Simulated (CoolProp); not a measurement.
Saturated liquid density (kg/m³) of CHF3 (R23): the reference equation beside estimates from Tc = 299.3 K, pc = 4.832 MPa, ω = 0.263. Rackett uses Z = 0.29056 − 0.08775 ω.

Computed with CoolProp (reference Helmholtz-energy equation of state, Penoncello 2003).

```tsv
T (K)	reference	Rackett	van der Waals	Soave-Redlich-Kwong	Peng-Robinson
183.8	1473	1388	829.8	1260	1423
185.6	1467	1382	826.3	1254	1417
187.4	1460	1375	822.7	1249	1410
189.2	1453	1369	819.1	1243	1404
191	1446	1363	815.5	1237	1398
192.8	1439	1356	811.8	1231	1392
194.6	1432	1350	808.1	1225	1385
196.4	1425	1343	804.4	1219	1379
198.2	1418	1337	800.6	1213	1372
200	1411	1330	796.8	1207	1365
201.8	1404	1324	792.9	1201	1358
203.6	1397	1317	789.0	1194	1351
205.4	1390	1310	785.1	1188	1344
207.2	1383	1303	781.1	1181	1337
209	1375	1296	777.1	1174	1329
```

Absolute difference from the reference over all 15 rows, mean and median: Rackett 5.8 and 5.8 %, van der Waals 43.6 and 43.6 %, Soave-Redlich-Kwong 14.5 and 14.5 %, Peng-Robinson 3.3 and 3.3 %.
